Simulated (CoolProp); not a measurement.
The fluid at 512.66 K and 0.287 MPa expands adiabatically to 0.0311 MPa with isentropic efficiency 0.9. The same conditions are run with several fluids, on thermodynamics alone (safety and materials aside).

Model: reference Helmholtz-energy equation of state of each fluid (dimethyl ether: Wu 2011; m-xylene: Zhou 2012; neopentane: Lemmon 2006; n-hexane: Thol 2019; water: Wagner 2002), in CoolProp.

```csv
fluid,work (kJ/kg),final temperature (K),final phase,final density (kg/m³)
dimethyl ether,166,425.5,gas,0.406
m-xylene,74.5,469.3,gas,[?]
neopentane,111,467.7,gas,0.578
n-hexane,93.3,473.6,gas,0.684
water,[?],[?],"two-phase, vapour fraction 0.980",[?]
```

Question: What belongs in the gaps?

Answer: 
- m-xylene, final density (kg/m³): 0.853
- water, work (kJ/kg): 368
- water, final temperature (K): 343.1
- water, final density (kg/m³): 0.202
